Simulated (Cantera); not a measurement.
What does this Cantera script print?

```python
import numpy as np
import cantera as ct

gas_names = """
    I I2 N N2 Na NaI Na2
""".split()
cond_names = """
    I2(cr) I2(L) Na(cr) Na(L) NaI(s) NaI(L)
""".split()


# ... load() reads the species with a 1 bar reference pressure and builds the phases ...
atoms = {
    'NaI': {'Na': 1, 'I': 1},
    'N2': {'N': 2},
}
top_T = {}  # K; cautious upper limits of use, not melting points


# ... equilibrate(T, P, feed) seeds the gas with the atoms and calls Mixture.equilibrate('TP', solver="vcs", rtol=1e-11, max_steps=5000) ...
results = []
feed = {'NaI': 1, 'N2': 270}  # mol
P = 0.23  # Pa
for T in [998, 1048, 1098, 1148, 1198, 1248, 1298, 1348, 1398, 1448, 1498, 1548]:
    mix = equilibrate(T, P, feed)
    results.append((T, P, feed, dict(zip(mix.species_names, mix.species_moles))))
    x = sorted(zip(gas.X, gas.species_names), reverse=True)
    print(f"T = {T:g} K  P = {P:g} Pa  gas = {mix.phase_moles(0):.4g} mol")
    print("   x: " + "  ".join(f"{s} {v:.3e}" for v, s in x if v > 0.001))
    print("   condensed (mol): " + ("  ".join(f"{mix.phase(i).name} {mix.phase_moles(i):.4g}"
          for i in range(1, mix.n_phases) if mix.phase_moles(i) > 1e-12) or "none"))
```

It prints:

```
T = 998 K  P = 0.23 Pa  gas = 271 mol
   x: N2 9.962e-01  NaI 3.600e-03
   condensed (mol): none
T = 1048 K  P = 0.23 Pa  gas = 271.1 mol
   x: N2 9.961e-01  NaI 3.477e-03
   condensed (mol): none
T = 1098 K  P = 0.23 Pa  gas = 271.1 mol
   x: N2 9.959e-01  NaI 3.233e-03
   condensed (mol): none
T = 1148 K  P = 0.23 Pa  gas = 271.2 mol
   x: N2 9.954e-01  NaI 2.806e-03
   condensed (mol): none
T = 1198 K  P = 0.23 Pa  gas = 271.4 mol
   x: N2 9.948e-01  NaI 2.170e-03  Na 1.514e-03  I 1.514e-03
   condensed (mol): none
T = 1248 K  P = 0.23 Pa  gas = 271.6 mol
   x: N2 9.941e-01  Na 2.266e-03  I 2.266e-03  NaI 1.415e-03
   condensed (mol): none
T = 1298 K  P = 0.23 Pa  gas = 271.8 mol
   x: N2 9.934e-01  Na 2.925e-03  I 2.925e-03
   condensed (mol): none
T = 1348 K  P = 0.23 Pa  gas = 271.9 mol
   x: N2 9.930e-01  Na 3.336e-03  I 3.336e-03
   condensed (mol): none
T = 1398 K  P = 0.23 Pa  gas = 272 mol
   x: N2 9.928e-01  Na 3.533e-03  I 3.533e-03
   condensed (mol): none
T = 1448 K  P = 0.23 Pa  gas = 272 mol
   x: N2 9.927e-01  Na 3.616e-03  I 3.616e-03
   condensed (mol): none
T = 1498 K  P = 0.23 Pa  gas = 272 mol
   x: N2 9.927e-01  Na 3.650e-03  I 3.650e-03
   condensed (mol): none
T = 1548 K  P = 0.23 Pa  gas = 272 mol
   x: N2 9.927e-01  Na 3.665e-03  I 3.665e-03
   condensed (mol): none
```

These are equilibrium values from Cantera (NASA tables, ideal gas, pure condensed phases), not measurements of a reactor.
